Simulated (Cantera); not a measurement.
Charge: 1 mol SiCl4, 1.8 mol O3, 0.93 mol N2O, held at 0.100 bar.

These are equilibrium values from Cantera (NASA tables, ideal gas, pure condensed phases), not measurements of a reactor. Candidate condensed phases: Si, SiO2, Si2N2O, Si3N4; 23 gas species. Equilibrium is a limit: real reactors are often held back by kinetics, nucleation or transport. All values below are at 775 °C.

Base state: O2 0.425, Cl2 0.391, N2 0.182, Cl 0.00153, NO 3.54e-5, ClO 1.73e-5 (mole fractions); condensed: SiO2(β-quartz).

**Question.** What changes in the equilibrium state with this change: pressure from 0.100 bar to 10.0 mbar?

**Answer.** 
| species | before | after |
|---|---|---|
| O2 | 0.425 | 0.424 |
| Cl2 | 0.391 | 0.389 |
| N2 | 0.182 | 0.182 |
| Cl | 0.00153 | 0.00481 |
| ClO | 1.73e-5 | 1.72e-5 |
| NO | 3.54e-5 | 3.53e-5 |
| SiO2(β-quartz), mol | 1.00 | 1.00 |
